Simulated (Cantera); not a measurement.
Mixture: CH4 : C2H6 : O2 : N2 = 1 : 0.3 : 1.79 : 6.75 (molar parts), at 27.0 bar, adiabatic and at constant pressure. Ignition delay is the time to a rise of 400 K.

Cantera simulation using GRI-Mech 3.0 (53 species, 325 reactions); the numbers are that mechanism's predictions, not measurements. The pressure lies above the range GRI-Mech 3.0 was tuned for (to about 10 atm).

### Question
What does this change do: constant volume in place of constant pressure?

### Answer
```csv
quantity,before,after
delay at 1175 K,0.482 ms,0.456 ms
delay at 1250 K,0.172 ms,0.161 ms
delay at 1325 K,70.8 µs,65.3 µs
delay at 1400 K,33.3 µs,30.2 µs
delay at 1475 K,17.5 µs,15.6 µs
delay at 1550 K,9.99 µs,8.74 µs
apparent activation energy between 1400 and 1550 K,140 kJ/mol,150 kJ/mol
```

### Question
What does this change do: C2H6 0.3 to 0.11 parts?

### Answer
```
quantity                                                before       after
--------------------------------------------------  ----------  ----------
delay at 1175 K                                       0.482 ms    0.582 ms
delay at 1250 K                                       0.172 ms    0.243 ms
delay at 1325 K                                        70.8 µs    0.115 ms
delay at 1400 K                                        33.3 µs     59.5 µs
delay at 1475 K                                        17.5 µs     32.3 µs
delay at 1550 K                                        9.99 µs     18.2 µs
apparent activation energy between 1400 and 1550 K  140 kJ/mol  140 kJ/mol
```

### Question
What does this change do: pressure from 27.0 bar to 1.01 bar?

### Answer
```
quantity                                                before       after
--------------------------------------------------  ----------  ----------
delay at 1175 K                                       0.482 ms     4.10 ms
delay at 1250 K                                       0.172 ms     1.38 ms
delay at 1325 K                                        70.8 µs    0.601 ms
delay at 1400 K                                        33.3 µs    0.310 ms
delay at 1475 K                                        17.5 µs    0.174 ms
delay at 1550 K                                        9.99 µs    0.103 ms
apparent activation energy between 1400 and 1550 K  140 kJ/mol  130 kJ/mol
```
